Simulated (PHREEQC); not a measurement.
Solution (15 °C): 0.24 mol/kgw Cu(NO3)2 and 0.00057 mol/kgw HNO3. Closed to the air; pH follows from the charge balance.

The numbers come from PHREEQC with the ion-association model, wateq4f.dat.

The pH is 3.36 and the ionic strength is 0.721 mol/kgw. The activity of water is 0.988 and the total alkalinity comes out as -0.570 meq/kg.

| species | molality | activity | log γ |
|---|---|---|---|
| NO3- | 0.481 | 0.281 | -0.232 |
| Cu+2 | 0.240 | 0.0551 | -0.639 |
| H+ | 0.000574 | 0.000433 | -0.122 |
| CuOH+ | 2.00e-6 | 1.26e-6 | -0.202 |
| Cu2(OH)2+2 | 7.59e-7 | 2.47e-7 | -0.488 |
| Cu(OH)2 | 5.07e-9 | 5.98e-9 | 0.072 |

No solid was allowed to form. Ionic strength above about 0.7 mol/kgw puts this run outside the model's range.
